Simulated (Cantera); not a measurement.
Charge: 1 mol Si, 0.54 mol CO2, 2.2 mol CO, equilibrated at 1275 K.

Cantera equilibrium calculation (NASA polynomials, part measured and part estimated; ideal gas, pure solids and liquids). Candidate condensed phases: C, Si, SiC, SiO2; 20 gas species. Mutual solubility and eutectic melting of coexisting phases are not modelled. The tables hold silica as quartz up to 1696 K and as liquid above; real silica turns to tridymite and cristobalite and melts near 1996 K. The numbers say what is thermodynamically allowed, not how fast it happens.

Which condensed phases are stable at each of these points (P (Pa)): 10, 82, 670, 5500, 45000, 370000, 3000000?


```tsv
P (Pa)	condensed phases	Si condensed (%)
10	SiC(s) + SiO2(β-quartz)	99.3
82	C(graphite) + SiO2(β-quartz)	100.0
670	C(graphite) + SiO2(β-quartz)	100.0
5500	C(graphite) + SiO2(β-quartz)	100.0
45000	C(graphite) + SiO2(β-quartz)	100.0
370000	C(graphite) + SiO2(β-quartz)	100.0
3000000	C(graphite) + SiO2(β-quartz)	100.0
```

At 0.000100 bar the condensed part is SiC(s) + SiO2(β-quartz). From 0.000820 bar to 30.0 bar the condensed part is C(graphite) + SiO2(β-quartz).
